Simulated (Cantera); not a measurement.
Input (Python, Cantera) and output of one run.

```python
import numpy as np
import cantera as ct

gas_names = """
    B BH BH2 BH3 BN BO BO2 B2 B2O B2O2 B2O3 B3O3H3 H HBO HBO2 HNO HNO2 HNO3 HO2 H2 H2O H2O2 H3B3O6 N NH
    NH2 NH3 NH2OH NO NO2 NO3 N2 N2H2 N2H4 N2O O OH O2 O3
""".split()
cond_names = """
    B(b) B(L) BN(s) B2O3(L) B3O3H3(cr) H2O(s) H2O(L)
""".split()


# ... load() reads the species with a 1 bar reference pressure and builds the phases ...
atoms = {
    'B2H6': {'B': 2, 'H': 6},
    'O2': {'O': 2},
    'N2': {'N': 2},
}
top_T = {'BN(s)': 3200}  # K; cautious upper limits of use, not melting points


# ... equilibrate(T, P, feed) seeds the gas with the atoms and calls Mixture.equilibrate('TP', solver="vcs", rtol=1e-11, max_steps=5000) ...
results = []
feed = {'B2H6': 1, 'O2': 0.27, 'N2': 0.35}  # mol
T = 2175  # K
for P in [10, 32, 100, 320, 1000, 3200, 10000, 32000, 100000]:
    mix = equilibrate(T, P, feed)
    results.append((T, P, feed, dict(zip(mix.species_names, mix.species_moles))))
    x = sorted(zip(gas.X, gas.species_names), reverse=True)
    print(f"T = {T:g} K  P = {P:g} Pa  gas = {mix.phase_moles(0):.4g} mol")
    print("   x: " + "  ".join(f"{s} {v:.3e}" for v, s in x if v > 1e-06))
    print("   condensed (mol): " + ("  ".join(f"{mix.phase(i).name} {mix.phase_moles(i):.4g}"
          for i in range(1, mix.n_phases) if mix.phase_moles(i) > 1e-12) or "none"))
```

Output:

```
T = 2175 K  P = 10 Pa  gas = 4.738 mol
   x: H2 4.612e-01  H 3.315e-01  BO 9.946e-02  N2 7.385e-02  B 1.934e-02  HBO 1.115e-02  B2O 2.194e-03  B2O2 5.775e-04  BH2 5.425e-04  BH 1.665e-04  BN 3.779e-05
   condensed (mol): B(b) 1.354
T = 2175 K  P = 32 Pa  gas = 4.309 mol
   x: H2 5.805e-01  H 2.079e-01  BO 9.762e-02  N2 8.121e-02  HBO 2.197e-02  B 6.043e-03  B2O 2.153e-03  B2O2 1.780e-03  BH2 6.829e-04  BH 1.044e-04  BN 2.215e-05  HBO2 1.525e-06
   condensed (mol): B(b) 1.421
T = 2175 K  P = 100 Pa  gas = 4.061 mol
   x: H2 6.572e-01  H 1.251e-01  N2 8.619e-02  BO 8.601e-02  HBO 3.641e-02  B2O2 4.319e-03  B 1.934e-03  B2O 1.897e-03  BH2 7.732e-04  BH 6.284e-05  BN 1.291e-05  HBO2 6.961e-06  B2O3 5.355e-06  H2O 1.220e-06
   condensed (mol): B(b) 1.441
T = 2175 K  P = 320 Pa  gas = 3.898 mol
   x: H2 7.062e-01  N2 8.979e-02  H 7.252e-02  BO 6.725e-02  HBO 5.278e-02  B2O2 8.448e-03  B2O 1.483e-03  BH2 8.308e-04  B 6.043e-04  BH 3.641e-05  B2O3 2.621e-05  HBO2 2.525e-05  BN 7.366e-06  H2O 3.280e-06  BH3 1.821e-06
   condensed (mol): B(b) 1.449
T = 2175 K  P = 1000 Pa  gas = 3.792 mol
   x: H2 7.357e-01  N2 9.230e-02  HBO 6.720e-02  BO 4.745e-02  H 4.187e-02  B2O2 1.314e-02  B2O 1.047e-03  BH2 8.655e-04  B 1.934e-04  B2O3 8.993e-05  HBO2 7.089e-05  BH 2.102e-05  H2O 7.534e-06  BN 4.224e-06  BH3 3.423e-06
   condensed (mol): B(b) 1.453
T = 2175 K  P = 3200 Pa  gas = 3.511 mol
   x: H2 7.995e-01  HBO 8.325e-02  N2 4.055e-02  BO 3.152e-02  H 2.440e-02  B2O2 1.856e-02  BH2 9.406e-04  B2O 6.953e-04  B2O3 2.699e-04  HBO2 1.867e-04  B 6.043e-05  H2O 1.741e-05  BH 1.225e-05  BH3 6.937e-06  BN 1.565e-06
   condensed (mol): B(b) 1.04  BN(s) 0.4152
T = 2175 K  P = 10000 Pa  gas = 3.369 mol
   x: H2 8.355e-01  HBO 9.313e-02  B2O2 2.223e-02  BO 1.952e-02  H 1.411e-02  N2 1.298e-02  BH2 9.829e-04  B2O3 6.255e-04  B2O 4.304e-04  HBO2 4.040e-04  H2O 3.519e-05  B 1.934e-05  BH3 1.310e-05  BH 7.085e-06  BO2 1.104e-06
   condensed (mol): B(b) 0.8461  BN(s) 0.6125
T = 2175 K  P = 32000 Pa  gas = 3.312 mol
   x: H2 8.513e-01  HBO 9.783e-02  B2O2 2.408e-02  BO 1.135e-02  H 7.962e-03  N2 4.055e-03  B2O3 1.261e-03  BH2 1.001e-03  HBO2 7.900e-04  B2O 2.504e-04  H2O 6.674e-05  BH3 2.410e-05  B 6.043e-06  B3O3H3 4.173e-06  BH 3.998e-06  BO2 1.195e-06
   condensed (mol): B(b) 0.7896  BN(s) 0.6731
T = 2175 K  P = 100000 Pa  gas = 3.286 mol
   x: H2 8.593e-01  HBO 9.898e-02  B2O2 2.441e-02  BO 6.467e-03  H 4.525e-03  B2O3 2.276e-03  HBO2 1.423e-03  N2 1.298e-03  BH2 1.011e-03  B2O 1.426e-04  H2O 1.199e-04  BH3 4.321e-05  B3O3H3 4.220e-05  BH 2.272e-06  B 1.934e-06  BO2 1.212e-06
   condensed (mol): B(b) 0.7771  BN(s) 0.6915
```

Cantera equilibrium calculation (NASA polynomials, part measured and part estimated; ideal gas, pure solids and liquids). The feed counts by its element totals alone. Mutual solubility and eutectic melting of coexisting phases are not modelled. The tables' values for BH2 are old estimates; treat these amounts as uncertain. Gases not in the tables: B2H6 and higher boranes.
